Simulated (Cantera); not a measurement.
Cantera run, input and output.

```python
import numpy as np
import cantera as ct

gas = ct.Solution("gri30.yaml")
gas.TPX = 1325, 500000, {'CH3OH': 0.024, 'O2': 0.0045, 'N2': 1}
reactor = ct.IdealGasConstPressureReactor(gas, energy="off", clone=False)
net = ct.ReactorNet([reactor])
net.rtol, net.atol = 1e-08, 1e-18
show = ['CH3OH', 'O2', 'H2O', 'CH2O', 'CO2', 'HCN']
times = np.geomspace(3e-05, 50, 13)

steps = ct.SolutionArray(gas, extra=["t"])
rows = []
print(f"{'t/s':>10s}{'T/K':>9s}{'P/Pa':>11s}" + "".join(f"{s:>11s}" for s in show))
for t in times:
    while net.time < t:
        t_next = net.step()
        steps.append(gas.state, t=t_next)
    rows.append([np.interp(t, steps.t, y) for y in (steps.T, steps.P, *steps(*show).X.T)])
    print(f"{t:10.3e}{rows[-1][0]:9.1f}{rows[-1][1]:11.4g}" + "".join(f"{x:11.3e}" for x in rows[-1][2:]))
rate = np.gradient(steps.T, steps.t)
print("integrator steps:", len(steps.t))
if steps.T.max() > steps.T[0] + 200:
    print(f"time of steepest temperature rise: {steps.t[rate.argmax()]:.4e} s")
gas.TPX = 1325, 500000, {'CH3OH': 0.024, 'O2': 0.0045, 'N2': 1}
gas.equilibrate("TP")
print(f"equilibrium (TP): T = {gas.T:.1f} K  " + "  ".join(f"{s} {gas[s].X[0]:.3e}" for s in show))
```

Result:

```
       t/s      T/K       P/Pa      CH3OH         O2        H2O       CH2O        CO2        HCN
 3.000e-05   1325.0      5e+05  2.332e-02  4.371e-03  2.653e-06  7.951e-06  3.782e-07  1.919e-13
 9.899e-05   1325.0      5e+05  2.329e-02  4.358e-03  1.078e-05  3.585e-05  1.263e-06  8.591e-13
 3.267e-04   1325.0      5e+05  2.297e-02  4.270e-03  1.154e-04  3.344e-04  4.157e-06  7.490e-12
 1.078e-03   1325.0      5e+05  6.847e-04  1.530e-04  7.956e-03  1.090e-03  2.322e-04  3.636e-09
 3.557e-03   1325.0      5e+05  3.099e-09  6.128e-05  8.075e-03  1.229e-08  2.865e-04  3.688e-09
 1.174e-02   1325.0      5e+05  7.684e-10  1.641e-05  8.104e-03  3.873e-09  3.482e-04  3.708e-09
 3.873e-02   1325.0      5e+05  1.974e-10  4.727e-06  8.077e-03  2.221e-09  3.980e-04  3.709e-09
 1.278e-01   1325.0      5e+05  5.793e-11  1.306e-06  8.038e-03  1.932e-09  4.446e-04  3.709e-09
 4.217e-01   1325.0      5e+05  2.540e-11  2.587e-07  7.985e-03  1.878e-09  4.990e-04  3.709e-09
 1.392e+00   1325.0      5e+05  1.978e-11  8.346e-09  7.879e-03  1.866e-09  6.054e-04  3.708e-09
 4.592e+00   1325.0      5e+05  1.885e-11  1.926e-13  7.599e-03  1.856e-09  8.860e-04  3.705e-09
 1.515e+01   1325.0      5e+05  1.734e-11  1.132e-16  7.039e-03  1.834e-09  1.446e-03  3.696e-09
 5.000e+01   1325.0      5e+05  1.625e-11  1.097e-16  6.619e-03  1.817e-09  1.866e-03  3.667e-09
integrator steps: 2432
equilibrium (TP): T = 1325.0 K  CH3OH 9.483e-13  O2 1.060e-16  H2O 6.520e-03  CH2O 1.821e-09  CO2 1.877e-03  HCN 3.094e-07
```

Cantera simulation using GRI-Mech 3.0 (53 species, 325 reactions); the numbers are that mechanism's predictions, not measurements. GRI-Mech 3.0 was tuned for natural gas; its chemistry of methanol as a main component is partial and can be far from experiment.
